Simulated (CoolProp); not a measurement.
Properties of R13 along the isotherm 322.9 K.

Computed with CoolProp (reference Helmholtz-energy equation of state, Platzer 1990). This equation is an older, rougher fit.

```json
[
 {"p (kPa)": "6.28", "phase": "gas", "density (kg/m³)": "0.2444", "cp (kJ/(kg K))": "0.6688", "isothermal compressibility (1/MPa)": "159.3", "expansivity (1/kK)": "3.101", "conductivity (mW/(m K))": "13.9"},
 {"p (kPa)": "10.1", "phase": "gas", "density (kg/m³)": "0.3932", "cp (kJ/(kg K))": "0.6689", "isothermal compressibility (1/MPa)": "99.08", "expansivity (1/kK)": "3.104", "conductivity (mW/(m K))": "13.9"},
 {"p (kPa)": "16.4", "phase": "gas", "density (kg/m³)": "0.6388", "cp (kJ/(kg K))": "0.6692", "isothermal compressibility (1/MPa)": "61.04", "expansivity (1/kK)": "3.109", "conductivity (mW/(m K))": "13.9"},
 {"p (kPa)": "26.5", "phase": "gas", "density (kg/m³)": "1.033", "cp (kJ/(kg K))": "0.6696", "isothermal compressibility (1/MPa)": "37.80", "expansivity (1/kK)": "3.116", "conductivity (mW/(m K))": "13.9"},
 {"p (kPa)": "42.8", "phase": "gas", "density (kg/m³)": "1.670", "cp (kJ/(kg K))": "0.6702", "isothermal compressibility (1/MPa)": "23.43", "expansivity (1/kK)": "3.128", "conductivity (mW/(m K))": "13.9"},
 {"p (kPa)": "69.1", "phase": "gas", "density (kg/m³)": "2.701", "cp (kJ/(kg K))": "0.6713", "isothermal compressibility (1/MPa)": "14.54", "expansivity (1/kK)": "3.148", "conductivity (mW/(m K))": "13.9"},
 {"p (kPa)": "112", "phase": "gas", "density (kg/m³)": "4.392", "cp (kJ/(kg K))": "0.6731", "isothermal compressibility (1/MPa)": "8.999", "expansivity (1/kK)": "3.180", "conductivity (mW/(m K))": "14.0"},
 {"p (kPa)": "180", "phase": "gas", "density (kg/m³)": "7.092", "cp (kJ/(kg K))": "0.6759", "isothermal compressibility (1/MPa)": "5.626", "expansivity (1/kK)": "3.232", "conductivity (mW/(m K))": "14.0"},
 {"p (kPa)": "292", "phase": "gas", "density (kg/m³)": "11.60", "cp (kJ/(kg K))": "0.6808", "isothermal compressibility (1/MPa)": "3.497", "expansivity (1/kK)": "3.320", "conductivity (mW/(m K))": "14.0"},
 {"p (kPa)": "471", "phase": "gas", "density (kg/m³)": "18.95", "cp (kJ/(kg K))": "0.6889", "isothermal compressibility (1/MPa)": "2.198", "expansivity (1/kK)": "3.470", "conductivity (mW/(m K))": "14.1"},
 {"p (kPa)": "761", "phase": "gas", "density (kg/m³)": "31.31", "cp (kJ/(kg K))": "0.7033", "isothermal compressibility (1/MPa)": "1.393", "expansivity (1/kK)": "3.736", "conductivity (mW/(m K))": "14.3"},
 {"p (kPa)": "1230", "phase": "gas", "density (kg/m³)": "52.60", "cp (kJ/(kg K))": "0.7302", "isothermal compressibility (1/MPa)": "0.8992", "expansivity (1/kK)": "4.244", "conductivity (mW/(m K))": "14.7"},
 {"p (kPa)": "1990", "phase": "gas", "density (kg/m³)": "91.39", "cp (kJ/(kg K))": "0.7880", "isothermal compressibility (1/MPa)": "0.6048", "expansivity (1/kK)": "5.354", "conductivity (mW/(m K))": "15.6"}
]
```

Thermal conductivity comes from a separate model (Huber 2003), an estimate that may be off by 10 % or more.
